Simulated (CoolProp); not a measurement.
Vapour-liquid equilibrium of ethane (1) + C2F6 (R116) (2) at 222.7 K; x and y are mole fractions of (1).

Model: multi-fluid Helmholtz-energy mixture model, Bücker 2006 and Lemmon 2006; pair parameters Bell 2016, in CoolProp.

Give the bubble pressure and the first vapour's composition at x = 0.2, 0.5, 0.65. Is there an azeotrope?

x = 0.2: 0.5411 MPa, y = 0.421; x = 0.5: 0.6538 MPa, y = 0.619; x = 0.65: 0.6651 MPa, y = 0.668. y crosses x between x = 0.65 and 0.8: the model has an azeotrope there.

Pair parameters are fitted to limited data, so mixtures are less certain than the pure fluids.
